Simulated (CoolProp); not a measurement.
Dimethyl carbonate along the isobar 0.954 MPa: density (kg/m³) from the reference equation and from simpler models built on Tc = 557.0 K, pc = 4.909 MPa, ω = 0.346; each cubic takes its own stable root.

The numbers come from the reference Helmholtz-energy equation of state, Zhou 2011 in CoolProp.

```
T (K)   phase  reference
-----  ------  ---------
350    liquid      994.0
354.4  liquid      987.8
358.9  liquid      981.5
363.4  liquid      975.1
367.9  liquid      968.7
372.3  liquid      962.3
376.8  liquid      955.8
381.3  liquid      949.2
385.8  liquid      942.5
390.2  liquid      935.9
394.7  liquid      929.1
399.2  liquid      922.2
403.6  liquid      915.4
408.1  liquid      908.4
412.6  liquid      901.2
```

Question: How far does each simpler model (van der Waals, Redlich-Kwong, Soave-Redlich-Kwong) lie from the reference over these 15 states: mean and median of the absolute difference, and the worst?

Answer: 
- van der Waals: mean 63.8 %, median 41.8 %, worst -96.8 % at 412.6 K and 0.954 MPa
- Redlich-Kwong: mean 15.3 %, median 15.2 %, worst -16.2 % at 412.6 K and 0.954 MPa
- Soave-Redlich-Kwong: mean 10.7 %, median 10.6 %, worst -11.0 % at 412.6 K and 0.954 MPa

At some of these states van der Waals gives the other phase, because its saturation line lies elsewhere.
